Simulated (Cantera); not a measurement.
Cantera run:

```python
import numpy as np
import cantera as ct

gas_names = [...]  # 123 gases of nasa_gas.yaml made of C, H, O, S
cond_names = """
    C(gr) C6H6(L) C7H8(L) C8H18(L),n-octa H2O(s) H2O(L) H2SO4(L) S(cr1) S(cr2) S(L)
""".split()


# ... load() reads the species with a 1 bar reference pressure and builds the phases ...
atoms = {
    'CS2': {'C': 1, 'S': 2},
    'SO2': {'S': 1, 'O': 2},
    'H2': {'H': 2},
}
top_T = {'C(gr)': 4500}  # K; cautious upper limits of use, not melting points


# ... equilibrate(T, P, feed) seeds the gas with the atoms and calls Mixture.equilibrate('TP', solver="vcs", rtol=1e-11, max_steps=5000) ...
results = []
feed = {'CS2': 1, 'SO2': 0.043, 'H2': 0.71}  # mol
P = 61  # Pa
for T in [1948, 2048, 2148, 2248, 2348, 2448, 2548, 2648, 2748, 2848]:
    mix = equilibrate(T, P, feed)
    results.append((T, P, feed, dict(zip(mix.species_names, mix.species_moles))))

top = {s: max(r[3][s] / sum(r[3][g] for g in gas_names) for r in results) for s in gas_names}
cols = sorted((s for s in top if top[s] > 1e-05), key=lambda s: -top[s])[:8]
seen = [c for c in cond_names if any(r[3].get(c, 0) > 1e-12 for r in results)]
print("log10 of partial pressures in bar; condensed amounts in mol")
print(f"{'T/K':>10s}" + "".join(f"{s[:9]:>10s}" for s in cols + seen))
for T, P, feed, n in results:
    ng = sum(n[g] for g in gas_names)
    print(f"{T:10.4g}" + "".join(f"{np.log10(max(n[s] / ng * P / 1e5, 1e-99)):10.3f}" for s in cols)
          + "".join(f"{n.get(c, 0):10.4g}" for c in seen))
```

Output:

```
log10 of partial pressures in bar; condensed amounts in mol
       T/K         H        CS         S        H2        S2       CS2        CO        SH
      1948    -4.813    -3.781    -4.656    -3.731    -4.013    -4.044    -4.618    -5.070
      2048    -4.538    -3.724    -4.373    -3.777    -4.017    -4.277    -4.643    -4.997
      2148    -4.300    -3.703    -4.143    -3.839    -4.076    -4.546    -4.672    -4.970
      2248    -4.098    -3.707    -3.967    -3.928    -4.196    -4.847    -4.704    -4.995
      2348    -3.935    -3.726    -3.846    -4.052    -4.385    -5.176    -4.738    -5.079
      2448    -3.811    -3.750    -3.774    -4.220    -4.637    -5.524    -4.769    -5.223
      2548    -3.726    -3.771    -3.738    -4.433    -4.932    -5.873    -4.794    -5.415
      2648    -3.674    -3.785    -3.723    -4.682    -5.241    -6.210    -4.810    -5.637
      2748    -3.645    -3.794    -3.717    -4.953    -5.542    -6.525    -4.819    -5.871
      2848    -3.630    -3.800    -3.714    -5.229    -5.828    -6.817    -4.825    -6.103
```

Method: chemical equilibrium by Gibbs-energy minimisation in Cantera with the NASA 1993 tables (ideal gas, pure condensed phases).
